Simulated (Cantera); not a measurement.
Input: 1 mol Fe(CO)5, 0.36 mol CO, 1.9 mol H2, at 170000 Pa.

Cantera equilibrium calculation (NASA polynomials, part measured and part estimated; ideal gas, pure solids and liquids). Candidate condensed phases: C, C6H6, C7H8, C8H18, Fe, Fe(CO)5, FeO, Fe(OH)2, Fe(OH)3, Fe2O3, Fe3O4, H2O; 114 gas species. Iron dissolves carbon and melts from about 1420 K in contact with it, which pure phases cannot show. Condensed phases not in the tables: cementite and carbon dissolved in iron. The numbers say what is thermodynamically allowed, not how fast it happens.

log p: log10 of the partial pressure in bar; n: condensed amount in mol.

```
T (°C)  log p CO  log p H2  log p CO2  log p H2O  n C(graphite)  n Fe(α)  n Fe(γ)
------  --------  --------  ---------  ---------  -------------  -------  -------
850         0.06     -0.36      -1.10      -1.48            [?]     1.00        0
875         0.07     -0.36      -1.25      -1.61            [?]     1.00        0
900         0.08     -0.36      -1.39      -1.73            [?]     1.00        0
925         0.09     -0.36      -1.54      -1.85            [?]        0     1.00
950         0.09     -0.36      -1.68      -1.97            [?]        0     1.00
975         0.09     -0.36      -1.82      -2.08            [?]        0     1.00
1000        0.09     -0.36      -1.96      -2.19            [?]        0     1.00
1025        0.10     -0.36      -2.09      -2.29            [?]        0     1.00
1050        0.10     -0.36      -2.21      -2.39            [?]        0     1.00
1075        0.10     -0.35      -2.33      -2.49            [?]        0     1.00
1100        0.10     -0.35      -2.45      -2.59            [?]        0     1.00
1125        0.10     -0.35      -2.56      -2.68            [?]        0     1.00
1150        0.10     -0.35      -2.67      -2.77            [?]        0     1.00
1175        0.10     -0.35      -2.78      -2.85            [?]        0     1.00
```

**Question.** Some entries are withheld; supply them.

**Answer.** 
- 850, n C(graphite): 0.428
- 875, n C(graphite): 0.312
- 900, n C(graphite): 0.227
- 925, n C(graphite): 0.166
- 950, n C(graphite): 0.121
- 975, n C(graphite): 0.0895
- 1000, n C(graphite): 0.0665
- 1025, n C(graphite): 0.0498
- 1050, n C(graphite): 0.0376
- 1075, n C(graphite): 0.0286
- 1100, n C(graphite): 0.0219
- 1125, n C(graphite): 0.0170
- 1150, n C(graphite): 0.0132
- 1175, n C(graphite): 0.0103
